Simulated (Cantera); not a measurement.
Cantera run:

```python
import numpy as np
import cantera as ct

gas_names = """
    C CO CO2 C2 C2O C3 C3O2 C4 C5 O O2 O3 Ta TaO TaO2
""".split()
cond_names = """
    C(gr) Ta(cr) Ta(L) TaC(s) TaC(L) Ta2O5(s) Ta2O5(L)
""".split()


# ... load() reads the species with a 1 bar reference pressure and builds the phases ...
atoms = {
    'Ta2O5': {'Ta': 2, 'O': 5},
    'CO': {'C': 1, 'O': 1},
}
top_T = {'C(gr)': 4500}  # K; cautious upper limits of use, not melting points


# ... equilibrate(T, P, feed) seeds the gas with the atoms and calls Mixture.equilibrate('TP', solver="vcs", rtol=1e-11, max_steps=5000) ...
results = []
feed = {'Ta2O5': 1, 'CO': 2.8}  # mol
T = 1073  # K
P = 180  # Pa
mix = equilibrate(T, P, feed)
results.append((T, P, feed, dict(zip(mix.species_names, mix.species_moles))))
x = sorted(zip(gas.X, gas.species_names), reverse=True)
print(f"T = {T:g} K  P = {P:g} Pa  gas = {mix.phase_moles(0):.4g} mol")
print("   x: " + "  ".join(f"{s} {v:.3e}" for v, s in x if v > 0.0001))
print("   condensed (mol): " + ("  ".join(f"{mix.phase(i).name} {mix.phase_moles(i):.4g}"
      for i in range(1, mix.n_phases) if mix.phase_moles(i) > 1e-12) or "none"))
```

Result:

```
T = 1073 K  P = 180 Pa  gas = 2.8 mol
   x: CO 9.996e-01  CO2 3.621e-04
   condensed (mol): TaC(s) 0.0002896  Ta2O5(s) 0.9999
```

Equilibrium computed with Cantera from the NASA thermochemical tables; the gas is ideal and each condensed phase is pure. Mutual solubility and eutectic melting of coexisting phases are not modelled. TaC: taken at fixed stoichiometry. Condensed phases not in the tables: Ta2C.
